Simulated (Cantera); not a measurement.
Source: NASA polynomial tables (part measured, part estimated), evaluated in Cantera. Values are per mole of reaction as written; species without (g) are pure solids or liquids, kept so even where they would boil at 1 bar.

2 HF(g) + Cu = 2 H(g) + CuF₂, with ΔH° = 442.2 kJ and ΔS° = -73.7 J/K at 300 K.

Question: How far is the shortcut ΔG° ≈ ΔH°(300 K) − T·ΔS°(300 K) from the full temperature-dependent value at 625, 825, 1025, 1225, 1425 K?

Answer: 
```csv
T (K),shortcut (kJ),full (kJ),difference (kJ),difference in log10 K,condensed phases
625,488.3,484.3,4.0,-0.33,"Cu(s), CuF₂(s)"
825,503.0,493.2,9.8,-0.62,"Cu(s), CuF₂(s)"
1025,517.8,500.0,17.8,-0.90,"Cu(s), CuF₂(s)"
1225,532.5,499.3,33.2,-1.41,"Cu(s), CuF₂(l)"
1425,547.2,493.5,53.7,-1.97,"Cu(l), CuF₂(l)"
```
The shortcut ignores heat capacities and the phase changes listed.
